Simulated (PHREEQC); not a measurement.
Solution (20 °C): 0.0037 mmol/kgw CO2 and 63 mmol/kgw Na2CO3. Closed to the air; pH follows from the charge balance.

Equilibrium calculation in PHREEQC: ion-association model, phreeqc.dat.

No solid was allowed to form.

Q: Predict the pH, specific conductance, ionic strength.

A: pH 11.34; specific conductance 7820 µS/cm; ionic strength 0.145 mol/kgw.

Q: In which forms is C present?

A: CO3-2 63 %, NaCO3- 33 %, HCO3- 3.1 % of the C.

Complexes and solids missing from the database can't appear.
